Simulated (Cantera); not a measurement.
An isothermal, constant-pressure homogeneous reactor starts with 7.69 % NH₃, 92.3 % H₂, at 1825 K and 0.110 bar.

Detailed kinetics in Cantera: the gas-phase N/H chemistry of the illustrative SiF4/NH3 mechanism in the Surface Chemkin manual (1991). Walls and surfaces, which speed up NH3 decomposition in real reactors, are not modelled.

One state of this run: x NH₃ = 0.00113; x H₂ = 0.962; x N₂H₂ = 3.71e-10; x NH₂ = 4.03e-6; x N₂ = 0.0352; x NH = 2.42e-7. x: mole fraction; the columns are a selection and need not sum to one.

Problem. Which value of t (s) does it belong to?
A) 0.000200
B) 0.0632
C) 20.0
D) 0.267

Solution. C, 20.0
